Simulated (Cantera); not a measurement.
## Low-pressure radical oxidation in H2/O2

A perfectly stirred reactor is fed with 5.23 % H2, 58.1 % O2, 36.6 % N2, at 20.0 Torr; it is held at 1225 K, and followed from long to short residence time.

Computed with Cantera and the H2/O2 subset of GRI-Mech 3.0, which has no nitrogen chemistry. Radical loss at walls, strong at low pressure, is not modelled. The temperature is held fixed by assumption; the heat of reaction is taken as removed at once.

```
τ (s)       x H2   x O2   x H2O    x HO2   x H2O2
------  --------  -----  ------  -------  -------
26       1.78e-5  0.570  0.0536  4.07e-7  3.50e-8
7.2      4.05e-5  0.570  0.0535  7.68e-7  5.48e-8
2.0      9.03e-5  0.569  0.0533  1.34e-6  8.06e-8
0.54    0.000201  0.568  0.0528  2.16e-6  1.12e-7
0.15    0.000432  0.566  0.0520  3.13e-6  1.42e-7
0.040   0.000926  0.562  0.0502  4.10e-6  1.70e-7
0.011    0.00190  0.556  0.0469  4.80e-6  1.93e-7
0.0030   0.00407  0.551  0.0419  5.19e-6  2.32e-7
```
x: mole fraction; the columns are a selection and need not sum to one.
